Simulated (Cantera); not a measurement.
A perfectly stirred reactor is fed with C3H8 : O2 : N2 = 1 : 6.17 : 67.9 (molar parts), at 1.00 bar; it is adiabatic with a 773 K inlet, and is followed from long to short residence time, starting on the burning branch (τ in s: 0.024, 0.0079, 0.0027, 0.0009, 0.0003, 0.0001, 3.4e-05, 1.2e-05, 3.9e-06).

Cantera simulation using GRI-Mech 3.0 (53 species, 325 reactions); the numbers are that mechanism's predictions, not measurements. GRI-Mech 3.0 was tuned for natural gas; its chemistry of propane as a main component is partial and can be far from experiment.

### Question
Predict: blow-out, bracketed by the residence times tried; x(C3H8) at τ = 24.0 ms; x(O2) at τ = 24.0 ms; x(C2H2) at τ = 24.0 ms; x(CH4) at τ = 24.0 ms; x(H2) at τ = 24.0 ms; x(C3H8) at τ = 0.300 ms; x(O2) at τ = 0.300 ms.

### Answer
```json
{
  "blow_out_bracketed_by_the_residence_times_tried": "burning at 0.900 ms, out at 0.300 ms",
  "x(C3H8) at τ = 24.0 ms": "3.85e-6",
  "x(O2) at τ = 24.0 ms": "0.0162",
  "x(C2H2) at τ = 24.0 ms": "2.64e-6",
  "x(CH4) at τ = 24.0 ms": "9.70e-7",
  "x(H2) at τ = 24.0 ms": "0.000484",
  "x(C3H8) at τ = 0.300 ms": "0.0133",
  "x(O2) at τ = 0.300 ms": "0.0822"
}
```
